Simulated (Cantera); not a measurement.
## Adiabatic ignition

An adiabatic, constant-volume homogeneous reactor starts with CH4 : O2 : N2 = 1 : 0.952 : 3.58 (molar parts), at 1425 K and 0.563 atm.

Model: GRI-Mech 3.0 (53 species, 325 reactions), integrated in Cantera.

```csv
t (s),T (K),P (bar),x CH4,x O2,x C2H6,x OH,x H,x HCO,x C2H2
2.00e-6,1425,0.570,0.181,0.172,<1e-12,9.05e-10,3.65e-9,<1e-12,<1e-12
5.40e-6,1425,0.570,0.181,0.172,1.11e-12,1.15e-9,3.78e-9,<1e-12,<1e-12
1.46e-5,1425,0.570,0.181,0.172,2.39e-11,1.77e-9,3.98e-9,<1e-12,<1e-12
3.94e-5,1425,0.570,0.181,0.172,5.40e-10,4.16e-9,4.61e-9,<1e-12,<1e-12
0.000106,1425,0.570,0.181,0.172,1.51e-8,1.24e-8,7.07e-9,5.05e-12,<1e-12
0.000287,1425,0.570,0.181,0.172,5.90e-7,3.81e-8,1.86e-8,8.27e-11,1.27e-11
0.000775,1425,0.570,0.181,0.172,2.04e-5,1.03e-7,6.04e-8,1.60e-9,1.75e-9
0.00209,1430,0.572,0.179,0.171,0.000250,2.91e-7,2.26e-7,1.86e-8,1.28e-7
0.00565,2649,1.27,8.45e-11,3.47e-5,<1e-12,0.00238,0.0143,3.09e-7,9.44e-12
0.0152,2633,1.27,1.82e-11,4.52e-5,<1e-12,0.00267,0.0163,3.31e-7,<1e-12
0.0412,2633,1.27,1.82e-11,4.52e-5,<1e-12,0.00267,0.0163,3.31e-7,<1e-12
0.111,2633,1.27,1.82e-11,4.52e-5,<1e-12,0.00267,0.0163,3.31e-7,<1e-12
0.300,2633,1.27,1.82e-11,4.52e-5,<1e-12,0.00267,0.0163,3.31e-7,<1e-12
```
x: mole fraction; the columns are a selection and need not sum to one.

```yaml
time_of_steepest_temperature_rise: 5.30 ms
temperature at 0.300 s: 2633 K
equilibrium_temperature: 2633 K
x(CH4) at 0.300 s: 1.82e-11 (gas-phase equilibrium 2.04e-11)
x(O2) at 0.300 s: 4.52e-5 (gas-phase equilibrium 4.52e-5)
x(C2H6) at 0.300 s: <1e-12 (gas-phase equilibrium <1e-12)
```
